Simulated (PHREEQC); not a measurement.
A made-up water analysis in mmol/kgw, 25 °C, pH 7.13, pe 9.1:

| constituent | mmol/kgw |
|---|---|
| Na | 6.5 |
| K | 0.454 |
| Ca | 2.86 |
| Mg | 1.24 |
| Cl | 10.2 |
| S(6) | 0.983 |
| Alkalinity (meq/kgw) | 2.83 |
| O(0) (counted as O atoms) | 0.214 |
| N(5) | 0.00163 |
| Br | 0.00789 |

Cl is adjusted to close the charge balance.
Valence states are taken as typed.

All values are PHREEQC results (ion-association model, phreeqc.dat), not measurements.

Precipitation was switched off in this run.

Task: Order these Ca species by the share of Ca that they hold, largest first: CaHCO3+, CaCO3, Ca+2, CaSO4.

Result: Ca+2 (94 %), CaSO4 (4.4 %), CaHCO3+ (1.9 %), CaCO3 (0.14 %)

Task: Order these Mg species by the share of Mg that they hold, largest first: MgHCO3+, Mg+2, MgSO4.

Result: Mg+2 (92 %), MgSO4 (5.8 %), MgHCO3+ (1.8 %)

The pH is 7.13 and the ionic strength 0.0192 mol/kgw.
